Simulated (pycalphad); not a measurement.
## Freezing of Ti-Si alloys with rising Si

Computed with pycalphad from the COST 507 light-alloy database (1999), at 1 atm. The database dates from 1999; later assessments differ in places, in temperatures and in the compounds included. Phase fractions are per mole of atoms.

Scheil-Gulliver runs (no diffusion in the solid, steps of 4 K) beside full equilibrium.

```tsv
alloy	liquidus (K)	Scheil, half solid (K)	Scheil, 80 % solid (K)	Scheil, invariant end (K)	liquid left at that end	equilibrium solidus (K)
Ti-4.95Si (at.%)	1854	1760	at the invariant end	1613	0.30	1613
Ti-6.6Si (at.%)	[?]	[?]	at the invariant end	1613	[?]	1613
Ti-9.9Si (at.%)	1730	at the invariant end	at the invariant end	1613	0.68	1613
Ti-19.8Si (at.%)	1926	at the invariant end	at the invariant end	1613	0.71	1613
Ti-26.4Si (at.%)	2191	1745	at the invariant end	1613	0.44	1613
```

**Question.** Some entries are withheld; supply them.

**Answer.** 
- Ti-6.6Si (at.%), liquidus (K): 1820
- Ti-6.6Si (at.%), Scheil, half solid (K): 1669
- Ti-6.6Si (at.%), liquid left at that end: 0.42
